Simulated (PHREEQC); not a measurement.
Dissolve 1.1 mmol/kgw NH4HS, 15 mmol/kgw Na2SO4 and 0.15 mmol/kgw MnCl2 at 75 °C. Closed to the air; pH follows from the charge balance.

Computed with PHREEQC (ion-association model, wateq4f.dat).

```json
{
 "pH": "7.25",
 "ionic_strength": "0.0436 mol/kgw",
 "total_alkalinity": "1.10 meq/kg"
}
```

```tsv
species	molality	activity	log γ
Na+	0.0289	0.0235	-0.089
SO4-2	0.0137	0.00611	-0.351
NaSO4-	0.00115	0.000945	-0.085
HS-	0.000948	0.000762	-0.095
NH4+	0.000884	0.000718	-0.090
Cl-	0.000300	0.000242	-0.094
H2S	0.000152	0.000153	0.004
NH3	0.000147	0.000147	0.000
MnSO4	7.94e-5	8.02e-5	0.004
Mn+2	7.00e-5	3.26e-5	-0.332
NH4SO4-	6.91e-5	5.65e-5	-0.087
OH-	4.32e-6	3.48e-6	-0.095
MnOH+	5.99e-7	4.90e-7	-0.087
HSO4-	1.46e-7	1.18e-7	-0.090
```

This is a speciation only: nothing precipitates in the calculation. Species that the database lacks are ignored. Constants without temperature data keep their 25 °C values here. The polysulfide entries of wateq4f.dat were taken out for this run.
